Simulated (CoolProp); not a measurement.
Properties of dimethyl carbonate along the isobar 3.52 MPa.

Model: reference Helmholtz-energy equation of state, Zhou 2011, in CoolProp.

| T (K) | phase | density (kg/m³) | cp (kJ/(kg K)) | cv (kJ/(kg K)) | speed of sound (m/s) | expansivity (1/kK) |
|---|---|---|---|---|---|---|
| 350.9 | liquid | 996.2 | 1.921 | 1.423 | 1007 | 1.376 |
| 357.2 | liquid | 987.5 | 1.936 | 1.434 | 983.4 | 1.400 |
| 363.4 | liquid | 978.9 | 1.950 | 1.445 | 960.4 | 1.426 |
| 369.7 | liquid | 970.1 | 1.965 | 1.457 | 937.3 | 1.453 |
| 375.9 | liquid | 961.3 | 1.981 | 1.469 | 914.8 | 1.482 |
| 382.2 | liquid | 952.3 | 1.997 | 1.481 | 892.1 | 1.513 |
| 388.5 | liquid | 943.1 | 2.014 | 1.493 | 869.6 | 1.547 |
| 394.7 | liquid | 934.0 | 2.031 | 1.505 | 847.7 | 1.582 |
| 401 | liquid | 924.7 | 2.049 | 1.517 | 825.5 | 1.621 |
| 407.3 | liquid | 915.2 | 2.067 | 1.529 | 803.5 | 1.663 |
| 413.5 | liquid | 905.6 | 2.085 | 1.541 | 782.0 | 1.707 |
| 419.8 | liquid | 895.8 | 2.105 | 1.553 | 760.2 | 1.756 |
